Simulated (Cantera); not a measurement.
Predominance diagram of Ca at 1375 K against the partial pressures of O₂ and Br₂ (log10, bar). Source: NASA polynomial tables (part measured, part estimated), evaluated in Cantera. Candidates: Ca(l), CaBr₂(l), CaO(s). Only these pure phases compete in this equilibrium. Not in the tables: oxide halides.

```
log p(Br₂) \ log p(O₂)
        columns: -32, -30.4, -28.9, -27.3, -25.7, -24.1, -22.6, -21, -19.4, -17.9, -16.3, -14.7, -13.1, -11.6, -10, -8.4, -6.9, -5.3, -3.7, -2.1, -0.6, 1
      0  A A A A A A A A A A A A A A A A A A A A A A
   -0.9  A A A A A A A A A A A A A A A A A A A A A B
   -1.8  A A A A A A A A A A A A A A A A A A A A B B
   -2.8  A A A A A A A A A A A A A A A A A A A B B B
   -3.7  A A A A A A A A A A A A A A A A A A B B B B
   -4.6  A A A A A A A A A A A A A A A A A B B B B B
   -5.5  A A A A A A A A A A A A A A A B B B B B B B
   -6.5  A A A A A A A A A A A A A A B B B B B B B B
   -7.4  A A A A A A A A A A A A A B B B B B B B B B
   -8.3  A A A A A A A A A A A A B B B B B B B B B B
   -9.2  A A A A A A A A A A A B B B B B B B B B B B
  -10.2  A A A A A A A A A B B B B B B B B B B B B B
  -11.1  A A A A A A A A B B B B B B B B B B B B B B
    -12  A A A A A A A B B B B B B B B B B B B B B B
```

A: CaBr₂(l); B: CaO(s).
